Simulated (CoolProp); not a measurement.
Values from CoolProp's reference Helmholtz-energy equation of state, Rui 2013.

Problem. Give the vapour pressure (MPa), liquid density (kg/m³), vapour Z of saturated R236EA at 33.05, 49.45, 65.95 °C.

Solution. 
```tsv
T (°C)	p (MPa)	liquid density (kg/m³)	vapour Z
33.05	0.270	1400	0.913
49.45	0.448	1340	0.876
65.95	0.706	1280	0.829
```
